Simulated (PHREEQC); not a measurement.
A column of 0.5 m (30 cells, dispersivity 0.018 m, 60 s a shift, diffusion coefficient 3e-10 m²/s) holds 0.042 eq of the database's cation exchanger X per kg of pore water, first in equilibrium with 0.023 mol KCl and 1e-05 mol HCl per kg of water. It is flushed with 56 mmol/kgw BaCl2, 0.36 mmol/kgw KBr, 0.17 mmol/kgw PbCl2 and 0.01 mmol/kgw HCl, at 15 °C. Values are for the last cell. No CO2 enters from the air. No solid was allowed to form.

The series has 31 steps of pore volumes, from 0 to 3.017.

Model: ion-association model, phreeqc.dat, run in PHREEQC.

Task: After how many pore volumes does Ba at the outlet first reach half of its feed value?

Result: By 1.3 pore volumes.

Task: After how many pore volumes does Br at the outlet first reach half of its feed value?

Result: By 1.0 pore volumes.

Task: After how many pore volumes does Pb at the outlet first reach half of its feed value?

Result: By 1.2 pore volumes.

Complexes and solids missing from the database can't appear.
